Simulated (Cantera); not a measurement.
**Adiabatic ignition**

An adiabatic, constant-volume homogeneous reactor starts with 11.3 % CH₄, 0.450 % C₂H₆, 18.6 % O₂, 69.7 % N₂, equivalence ratio 1.3, at 1248 K and 1200 Torr.

Model: GRI-Mech 3.0 (53 species, 325 reactions), integrated in Cantera.

```csv
t (s),T (K),P (bar),x CH₄,x C₂H₆,x O₂,x HO₂,x CH₃,x CO₂
1.00e-6,1248,1.60,0.113,0.00450,0.186,3.69e-9,4.25e-8,<1e-12
2.77e-6,1248,1.60,0.113,0.00450,0.186,1.03e-8,1.18e-7,<1e-12
7.65e-6,1248,1.60,0.113,0.00450,0.186,2.97e-8,3.25e-7,<1e-12
2.11e-5,1248,1.60,0.113,0.00450,0.186,9.14e-8,8.97e-7,<1e-12
5.85e-5,1248,1.60,0.113,0.00450,0.186,3.18e-7,2.47e-6,1.13e-11
0.000162,1248,1.60,0.113,0.00450,0.186,1.27e-6,6.76e-6,2.63e-10
0.000447,1248,1.60,0.113,0.00449,0.186,4.16e-6,1.82e-5,7.21e-9
0.00124,1249,1.60,0.112,0.00445,0.186,6.92e-6,3.05e-5,1.12e-7
0.00342,1256,1.61,0.111,0.00433,0.185,1.48e-5,4.72e-5,1.30e-6
0.00946,2904,4.02,<1e-12,<1e-12,0.00363,3.06e-6,2.03e-12,0.0385
0.0262,2904,4.02,<1e-12,<1e-12,0.00363,3.06e-6,2.03e-12,0.0385
0.0723,2904,4.02,<1e-12,<1e-12,0.00363,3.06e-6,2.03e-12,0.0385
0.200,2904,4.02,<1e-12,<1e-12,0.00363,3.06e-6,2.03e-12,0.0385
```
x: mole fraction; the columns are a selection and need not sum to one.

The time of steepest temperature rise comes out as 6.60 ms and the temperature at 0.200 s comes out as 2904 K. The equilibrium temperature is 2904 K, the x(CH₄) at 0.200 s comes out as <1e-12 (gas-phase equilibrium <1e-12) and the x(C₂H₆) at 0.200 s is <1e-12 (gas-phase equilibrium <1e-12). The x(O₂) at 0.200 s is 0.00363 (gas-phase equilibrium 0.00363).
